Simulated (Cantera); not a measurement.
## Equilibrium for silicon carbide growth: SiH2Cl2 + C2H2 + H2 + HCl

Charge: 1 mol SiH2Cl2, 0.15 mol C2H2, 200 mol H2, 0.81 mol HCl, equilibrated at 0.540 bar.

Method: chemical equilibrium by Gibbs-energy minimisation in Cantera with the NASA 1993 tables (ideal gas, pure condensed phases). Candidate condensed phases: C, C6H6, C7H8, C8H18, Si, SiC; 109 gas species. Mutual solubility and eutectic melting of coexisting phases are not modelled. The tables' values for SiCl, SiCl3 are old estimates; treat these amounts as uncertain. Gases not in the tables: Si2H6 and higher silanes. Equilibrium is a limit: real reactors are often held back by kinetics, nucleation or transport.

| T (K) | x H2 | x HCl | x H | x Si | x SiCl2 | x SiH | x SiH2 | n Si(s) | n SiC(s) | n Si(l) |
|---|---|---|---|---|---|---|---|---|---|---|
| 1200 | 0.988 | 0.0112 | 2.67e-7 | 2.57e-12 | 0.000299 | 2.82e-11 | 1.17e-8 | 0.503 | 0.297 | 0 |
| 1300 | 0.987 | 0.0124 | 1.50e-6 | 8.02e-11 | 0.000416 | 4.86e-10 | 7.55e-8 | 0.574 | 0.298 | 0 |
| 1400 | 0.987 | 0.0127 | 6.58e-6 | 1.52e-9 | 0.000481 | 5.55e-9 | 3.72e-7 | 0.589 | 0.298 | 0 |
| 1500 | 0.987 | 0.0127 | 2.38e-5 | 1.95e-8 | 0.000526 | 4.57e-8 | 1.48e-6 | 0.588 | 0.298 | 0 |
| 1600 | 0.987 | 0.0127 | 7.35e-5 | 1.81e-7 | 0.000562 | 2.87e-7 | 4.94e-6 | 0.583 | 0.298 | 0 |
| 1700 | 0.987 | 0.0127 | 0.000199 | 1.26e-6 | 0.000581 | 1.42e-6 | 1.40e-5 | 0 | 0.298 | 0.578 |
| 1800 | 0.986 | 0.0128 | 0.000484 | 5.88e-6 | 0.000513 | 4.90e-6 | 2.95e-5 | 0 | 0.298 | 0.587 |
| 1900 | 0.985 | 0.0129 | 0.00107 | 2.34e-5 | 0.000457 | 1.48e-5 | 5.75e-5 | 0 | 0.297 | 0.587 |
| 2000 | 0.984 | 0.0130 | 0.00220 | 8.06e-5 | 0.000409 | 3.99e-5 | 0.000104 | 0 | 0.296 | 0.569 |
| 2100 | 0.982 | 0.0130 | 0.00420 | 0.000247 | 0.000368 | 9.76e-5 | 0.000179 | 0 | 0.291 | 0.512 |
| 2200 | 0.978 | 0.0130 | 0.00758 | 0.000683 | 0.000332 | 0.000220 | 0.000291 | 0 | 0.276 | 0.373 |
| 2300 | 0.971 | 0.0129 | 0.0130 | 0.00173 | 0.000299 | 0.000459 | 0.000453 | 0 | 0.230 | 0.0643 |
x: gas mole fraction; n: condensed amount in mol.

From 1200 K to 1600 K the condensed part is Si(s) + SiC(s). From 1700 K to 2300 K the condensed part is Si(l) + SiC(s). The main Si-bearing gas is SiHCl3 at 1200 K and Si at 2300 K. The share of Si in condensed phases is highest at 1400 K (88.7 %) and lowest at 2300 K (29.4 %).
